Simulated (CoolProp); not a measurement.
A Linde-Hampson liquefier for normal hydrogen: isothermal reversible compression at 250 K from 1 atm to 30 MPa, throttling to 1 atm, return gas leaving the recuperator 10 K below the feed. Each further row changes one setting.

Computed with CoolProp (reference Helmholtz-energy equation of state, Leachman 2009).

| case | compression work (kJ/kg of gas) |
|---|---|
| as stated | 6080 |
| high pressure 60 MPa | 7020 |
| warm-end temperature 280 K | 6790 |
| warm-end gap 15 K | 6080 |
